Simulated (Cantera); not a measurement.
A freely propagating, adiabatic, planar premixed flame of H₂ : O₂ : N₂ = 1 : 0.385 : 1.45 (molar parts), unburnt at 425 K and 1.00 atm; mixture-averaged transport, grid criteria slope 0.08 and curve 0.16, no radiation.

Cantera simulation using the H2/O2 subset of GRI-Mech 3.0, which has no nitrogen chemistry; the numbers are that mechanism's predictions, not measurements. Burning velocities carry a grid error of a few per cent, more on coarse grids.

Q: Predict: laminar burning velocity; thermal thickness; peak x(HO₂); peak x(H); peak x(OH); peak x(H₂O₂).

A: 
| Item | Value |
|---|---|
| laminar burning velocity | 489 cm/s |
| thermal thickness | 0.390 mm |
| peak x(HO₂) | 0.000434 |
| peak x(H) | 0.0714 |
| peak x(OH) | 0.0129 |
| peak x(H₂O₂) | 5.99e-5 |
